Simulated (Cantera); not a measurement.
Charge: 1 mol Si, 5.1 mol HCl, 8.5 mol H2, at 1023.15 K and 1.30 bar.

Equilibrium computed with Cantera from the NASA thermochemical tables; the gas is ideal and each condensed phase is pure. Candidate condensed phases: Si; 19 gas species. The tables' values for SiCl3 are old estimates; treat these amounts as uncertain. Rates play no part.

Q: What is the equilibrium state?

A: 
* **x(H2)**: 0.828
* **x(HCl)**: 0.0931
* **x(SiCl4)**: 0.0736
* **x(SiHCl3)**: 0.00555
* **x(SiCl3)**: 0.000124
* **x(SiH2Cl2)**: 4.63e-5
* **x(SiCl2)**: 4.44e-6
* **gas amount**: 12.60 mol
* **log10 activity of Si(s) (absent)**: -3.62
